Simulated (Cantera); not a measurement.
Stirred combustor or abatement burner

A perfectly stirred reactor is fed with 3.24 % CH₄, 0.777 % C₂H₆, 19.5 % O₂, 73.5 % N₂, 2.98 % H₂O, equivalence ratio 0.47, at 760 Torr; it is adiabatic with a 625 K inlet, and is followed from long to short residence time, starting on the burning branch (τ in s: 0.048, 0.018, 0.0065, 0.0024, 0.0009, 0.00033, 0.00012, 4.6e-05, 1.7e-05).

Cantera simulation using GRI-Mech 3.0 (53 species, 325 reactions); the numbers are that mechanism's predictions, not measurements.

```json
[
 {"τ (s)": "0.048", "T (K)": "1650", "x CH₄": "1.54e-5", "x C₂H₆": "9.63e-7", "x O₂": "0.103", "x C₂H₂": "8.62e-7", "x OH": "0.000988", "x H₂O₂": "1.35e-7"},
 {"τ (s)": "0.018", "T (K)": "1643", "x CH₄": "2.90e-5", "x C₂H₆": "1.83e-6", "x O₂": "0.103", "x C₂H₂": "1.06e-6", "x OH": "0.00132", "x H₂O₂": "2.04e-7"},
 {"τ (s)": "0.0065", "T (K)": "1631", "x CH₄": "5.68e-5", "x C₂H₆": "3.58e-6", "x O₂": "0.103", "x C₂H₂": "1.21e-6", "x OH": "0.00173", "x H₂O₂": "3.08e-7"},
 {"τ (s)": "0.0024", "T (K)": "1610", "x CH₄": "0.000114", "x C₂H₆": "7.12e-6", "x O₂": "0.104", "x C₂H₂": "1.27e-6", "x OH": "0.00216", "x H₂O₂": "4.61e-7"},
 {"τ (s)": "0.00090", "T (K)": "1572", "x CH₄": "0.000253", "x C₂H₆": "1.54e-5", "x O₂": "0.106", "x C₂H₂": "1.32e-6", "x OH": "0.00245", "x H₂O₂": "7.00e-7"},
 {"τ (s)": "0.00033", "T (K)": "1483", "x CH₄": "0.000880", "x C₂H₆": "5.24e-5", "x O₂": "0.112", "x C₂H₂": "2.09e-6", "x OH": "0.00200", "x H₂O₂": "1.24e-6"},
 {"τ (s)": "0.00012", "T (K)": "625", "x CH₄": "0.0324", "x C₂H₆": "0.00777", "x O₂": "0.195", "x C₂H₂": "<1e-12", "x OH": "<1e-12", "x H₂O₂": "<1e-12"},
 {"τ (s)": "4.6e-5", "T (K)": "625", "x CH₄": "0.0324", "x C₂H₆": "0.00777", "x O₂": "0.195", "x C₂H₂": "<1e-12", "x OH": "<1e-12", "x H₂O₂": "<1e-12"},
 {"τ (s)": "1.7e-5", "T (K)": "625", "x CH₄": "0.0324", "x C₂H₆": "0.00777", "x O₂": "0.195", "x C₂H₂": "<1e-12", "x OH": "<1e-12", "x H₂O₂": "<1e-12"}
]
```
x: mole fraction; the columns are a selection and need not sum to one.
